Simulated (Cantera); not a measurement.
What does this Cantera script print?

```python
import numpy as np
import cantera as ct

gas_names = """
    H HI H2 I I2 Pb PbI PbI2 PbI4 Pb2
""".split()
cond_names = """
    I2(cr) I2(L) Pb(cr) Pb(L) PbI2(s) PbI2(L)
""".split()


def load(file, names, dense=False):
    # The tables refer to 1 bar. Condensed volumes are neglected.
    table = {s.name: s for s in ct.Species.list_from_file(file)}
    out = []
    for n in names:
        d = dict(table[n].input_data)
        d["thermo"] = dict(d["thermo"], **{"reference-pressure": 1e5})
        if dense:
            d["equation-of-state"] = {"model": "constant-volume", "density": "1e6 g/cm^3"}
        out.append(ct.Species.from_dict(d))
    return out


gas = ct.Solution(thermo="ideal-gas", species=load("nasa_gas.yaml", gas_names))
cond = {s.name: ct.Solution(thermo="fixed-stoichiometry", species=[s], name=s.name)
        for s in load("nasa_condensed.yaml", cond_names, dense=True)}
atoms = {
    'PbI2': {'Pb': 1, 'I': 2},
    'H2': {'H': 2},
}
top_T = {}  # K; cautious upper limits of use, not melting points


def equilibrate(T, P, feed):
    n = {}
    for name, mol in feed.items():
        for a, k in atoms[name].items():
            n[a] = n.get(a, 0.0) + k * mol
    gas.TPX = T, P, n
    mass = sum(n.values()) * gas.mean_molecular_weight
    gas.equilibrate("TP")
    valid = [c for c in cond.values() if c.min_temp <= T <= top_T.get(c.name, c.max_temp)]
    mix = ct.Mixture([(gas, mass / gas.mean_molecular_weight)] + [(c, 0.0) for c in valid])
    mix.T, mix.P = T, P
    mix.equilibrate("TP", solver="vcs", rtol=1e-11, max_steps=5000)
    return mix


results = []
feed = {'PbI2': 1, 'H2': 1.3}  # mol
P = 1000  # Pa
for T in [1298, 1398, 1498, 1598, 1698, 1798, 1898]:
    mix = equilibrate(T, P, feed)
    results.append((T, P, feed, dict(zip(mix.species_names, mix.species_moles))))

top = {s: max(r[3][s] / sum(r[3][g] for g in gas_names) for r in results) for s in gas_names}
cols = sorted((s for s in top if top[s] > 0.0001), key=lambda s: -top[s])[:6]
seen = [c for c in cond_names if any(r[3].get(c, 0) > 1e-12 for r in results)]
print("log10 of partial pressures in bar; condensed amounts in mol")
print(f"{'T/K':>10s}" + "".join(f"{s[:9]:>10s}" for s in cols + seen))
for T, P, feed, n in results:
    ng = sum(n[g] for g in gas_names)
    print(f"{T:10.4g}" + "".join(f"{np.log10(max(n[s] / ng * P / 1e5, 1e-99)):10.3f}" for s in cols)
          + "".join(f"{n.get(c, 0):10.4g}" for c in seen))
```

Result:

```
log10 of partial pressures in bar; condensed amounts in mol
       T/K        H2         I      PbI2        Pb       PbI        HI
      1298    -2.325    -3.069    -2.599    -3.609    -2.985    -3.252
      1398    -2.381    -2.751    -2.807    -3.254    -2.882    -3.206
      1498    -2.441    -2.552    -3.169    -2.974    -2.899    -3.248
      1598    -2.487    -2.443    -3.688    -2.800    -3.050    -3.347
      1698    -2.511    -2.391    -4.300    -2.711    -3.294    -3.471
      1798    -2.521    -2.367    -4.927    -2.670    -3.571    -3.598
      1898    -2.527    -2.355    -5.526    -2.651    -3.848    -3.719
```

These are equilibrium values from Cantera (NASA tables, ideal gas, pure condensed phases), not measurements of a reactor. The tables' values for PbI4 are old estimates; treat these amounts as uncertain.
